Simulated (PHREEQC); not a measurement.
## Nickel, zinc or cadmium bath: speciation

Make-up at 25 °C: 0.021 mol CdCl2 per kg of water. Closed to the air; pH follows from the charge balance.

Model: ion-association model, phreeqc.dat, run in PHREEQC.

This is a speciation only: nothing precipitates in the calculation.

Q: Predict the pH, ionic strength.

A: pH 5.71; ionic strength 0.0372 mol/kgw.

Q: In which forms is Cl present?

A: Cl- 68 %, CdCl+ 27 %, CdCl2 4.5 % of the Cl.
